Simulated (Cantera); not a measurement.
# MgO + I2 (chemical vapour transport)

Input: 1 mol MgO, 0.036 mol I2, held at 1675 K and 2.60 bar.

Cantera equilibrium calculation (NASA polynomials, part measured and part estimated; ideal gas, pure solids and liquids). Candidate condensed phases: I2, Mg, MgI2, MgO; 10 gas species. Kinetics and transport are ignored.

```yaml
x(I): 0.743
x(I2): 0.257
x(MgI2): 0.000129
x(O2): 6.47e-5
n(MgO(s)): 1.000 mol
gas_amount: 0.05727 mol
log10 activity of I2(l) (absent): -2.41
log10 activity of MgI2(l) (absent): -4.98
log10 activity of Mg(l) (absent): -11.06
```
